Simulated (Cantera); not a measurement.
A closed system holds: 1 mol SO2, 1.6 mol N2, 1.8 mol H2O, 0.043 mol H2S, held at 0.290 bar.

Cantera equilibrium calculation (NASA polynomials, part measured and part estimated; ideal gas, pure solids and liquids). Candidate condensed phases: H2O, H2SO4, S; 35 gas species. The numbers say what is thermodynamically allowed, not how fast it happens.

Question: At 2073 K, list the 7 most abundant gas species with their mole fractions, and the condensed phases.

Answer: H2O 0.387, N2 0.356, SO2 0.225, H2 0.0218, SO 0.00724, OH 0.00146, H 0.000721. Condensed: gas only.
